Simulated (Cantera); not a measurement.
An isothermal, constant-pressure homogeneous reactor starts with 1.12 % CH4, 98.9 % H2, at 1473 K and 28000 Pa.

Model: GRI-Mech 3.0 (53 species, 325 reactions), integrated in Cantera. GRI-Mech 3.0 stops at C3 and has no aromatics, soot or wall deposition, so with more carbon than oxygen in the feed, carbon stays in small species such as C2H2 where larger ones or solid carbon would form.

Question: Predict: x(CH4) at 20.0 s; x(H2) at 20.0 s; x(CH3) at 20.0 s; x(C2H2) at 20.0 s; x(C2H4) at 20.0 s; x(C2H6) at 20.0 s.

Answer: x(CH4) at 20.0 s: 0.00966 (gas-phase equilibrium 0.00928)
x(H2) at 20.0 s: 0.990 (gas-phase equilibrium 0.990)
x(CH3) at 20.0 s: 4.69e-6 (gas-phase equilibrium 4.53e-6)
x(C2H2) at 20.0 s: 0.000703 (gas-phase equilibrium 0.000874)
x(C2H4) at 20.0 s: 7.28e-5 (gas-phase equilibrium 8.99e-5)
x(C2H6) at 20.0 s: 2.46e-7 (gas-phase equilibrium 2.65e-7)
